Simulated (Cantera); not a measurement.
# Equilibrium for nitride etching: Si₃N₄ + F₂ + H₂

A closed system holds: 1 mol Si₃N₄, 7.2 mol F₂, a varied amount of H₂, at 873.15 K and 2.10 mbar.

Cantera equilibrium calculation (NASA polynomials, part measured and part estimated; ideal gas, pure solids and liquids). Candidate condensed phases: Si, Si₃N₄; 37 gas species. Equilibrium is a limit: real reactors are often held back by kinetics, nucleation or transport.

From 6.4 mol H₂ to 82 mol H₂ nothing is condensed. The main Si-bearing gas is SiF₄ throughout.

```csv
n(H₂) (mol),x H₂,x SiF₄,x HF,x N₂,x NH₃,x SiHF₃,x H₂F₂,x SiF₃
6.4,0.413,0.238,0.190,0.159,3.36e-7,1.02e-7,5.00e-9,2.79e-9
8.5,0.497,0.204,0.163,0.136,4.11e-7,1.23e-7,3.68e-9,3.06e-9
11,0.570,0.174,0.140,0.116,4.66e-7,1.41e-7,2.68e-9,3.28e-9
15,0.651,0.142,0.113,0.0943,5.13e-7,1.61e-7,1.77e-9,3.51e-9
20,0.718,0.115,0.0916,0.0763,5.34e-7,1.78e-7,1.16e-9,3.68e-9
26,0.770,0.0932,0.0745,0.0621,5.36e-7,1.91e-7,7.66e-10,3.81e-9
35,0.820,0.0728,0.0583,0.0485,5.21e-7,2.03e-7,4.68e-10,3.94e-9
47,0.861,0.0564,0.0451,0.0376,4.93e-7,2.14e-7,2.81e-10,4.03e-9
62,0.891,0.0440,0.0352,0.0293,4.59e-7,2.21e-7,1.71e-10,4.10e-9
82,0.916,0.0340,0.0272,0.0227,4.20e-7,2.27e-7,1.02e-10,4.16e-9
```
x: gas mole fraction; nothing condenses.
